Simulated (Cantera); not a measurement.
## Equilibrium for chlorosilane synthesis and conversion: SiCl4 + HCl + H2

Input: 1 mol SiCl4, a varied amount of HCl, 0.31 mol H2, equilibrated at 1400 K and 12.0 bar.

These are equilibrium values from Cantera (NASA tables, ideal gas, pure condensed phases), not measurements of a reactor. Candidate condensed phases: Si; 19 gas species. The tables' values for SiCl3 are old estimates; treat these amounts as uncertain. Equilibrium is a limit: real reactors are often held back by kinetics, nucleation or transport.

From 0.74 mol HCl to 5.3 mol HCl nothing is condensed. The main Si-bearing gas is SiCl4 throughout.

| n(HCl) (mol) | x HCl | x SiCl4 | x H2 | x SiHCl3 |
|---|---|---|---|---|
| 0.74 | 0.379 | 0.468 | 0.135 | 0.0118 |
| 1 | 0.445 | 0.419 | 0.123 | 0.00821 |
| 1.4 | 0.524 | 0.360 | 0.107 | 0.00522 |
| 2 | 0.609 | 0.297 | 0.0894 | 0.00308 |
| 2.8 | 0.684 | 0.240 | 0.0729 | 0.00181 |
| 3.8 | 0.745 | 0.194 | 0.0591 | 0.00109 |
| 5.3 | 0.803 | 0.150 | 0.0460 | 0.000609 |
x: gas mole fraction; nothing condenses.
